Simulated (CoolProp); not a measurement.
Vapour-liquid equilibrium of sulfur dioxide (1) + toluene (2) at 282.1 K; x and y are mole fractions of (1).

Computed with CoolProp (multi-fluid Helmholtz-energy mixture model, Gao 2016 and Lemmon 2006; pair parameters Bell 2016).

```csv
x,bubble pressure (bar),y at the bubble point,dew pressure at overall composition x (bar),liquid density (mol/L)
0.05,0.09371,0.841,…,9.837
0.125,0.2354,0.942,0.01788,10.35
0.2,0.4003,0.969,0.01954,10.90
0.275,…,0.981,0.02154,11.50
0.35,0.7661,0.987,0.02398,12.15
0.425,0.9518,0.991,…,12.87
0.5,…,0.993,0.03105,…
0.575,1.305,0.995,0.03640,14.54
0.65,1.469,0.996,0.04400,…
0.725,1.627,0.997,0.05560,16.60
0.8,1.782,0.998,0.07552,17.83
0.875,1.938,0.999,0.1178,19.22
0.95,2.100,1.000,0.2697,20.82
```

Problem. Fill in the missing entries.

Solution. 
- 0.05, dew pressure at overall composition x (bar): 0.01648
- 0.275, bubble pressure (bar): 0.5799
- 0.425, dew pressure at overall composition x (bar): 0.02706
- 0.5, bubble pressure (bar): 1.132
- 0.5, liquid density (mol/L): 13.66
- 0.65, liquid density (mol/L): 15.51

No azeotrope shows between x = 0.05 and 0.95.

The pair parameters rest on a limited set of measurements; away from them the model extrapolates. The gap from Raoult's law changes sign with composition, which may be real or a fault of the pair parameters; it wasn't checked against measurements.
